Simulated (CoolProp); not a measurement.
The fluoroketone C6F12O (FK-5-1-12) along the isobar 3.3 bar: fugacity coefficient from the reference equation and from simpler models built on Tc = 168.7 °C, pc = 18.69 bar, ω = 0.471; each cubic takes its own stable root.

Model: reference Helmholtz-energy equation of state, McLinden 2015, in CoolProp.

```json
[
 {"T (°C)": "108.65", "phase": "gas", "reference": "0.8956"},
 {"T (°C)": "118.55", "phase": "gas", "reference": "0.9051"},
 {"T (°C)": "128.35", "phase": "gas", "reference": "0.9134"},
 {"T (°C)": "138.25", "phase": "gas", "reference": "0.9209"},
 {"T (°C)": "148.05", "phase": "gas", "reference": "0.9275"},
 {"T (°C)": "157.95", "phase": "gas", "reference": "0.9334"},
 {"T (°C)": "167.75", "phase": "gas", "reference": "0.9387"},
 {"T (°C)": "177.65", "phase": "gas", "reference": "0.9435"},
 {"T (°C)": "187.45", "phase": "gas", "reference": "0.9479"},
 {"T (°C)": "197.35", "phase": "gas", "reference": "0.9518"},
 {"T (°C)": "207.15", "phase": "gas", "reference": "0.9554"},
 {"T (°C)": "217.05", "phase": "gas", "reference": "0.9587"},
 {"T (°C)": "226.85", "phase": "gas", "reference": "0.9617"}
]
```

Q: How far does each simpler model (van der Waals, Redlich-Kwong) lie from the reference over these 13 states: mean and median of the absolute difference, and the worst?

A: 
- van der Waals: mean 1.2 %, median 0.9 %, worst +3.4 % at 108.65 °C and 3.3 bar
- Redlich-Kwong: mean 0.5 %, median 0.3 %, worst +1.6 % at 108.65 °C and 3.3 bar
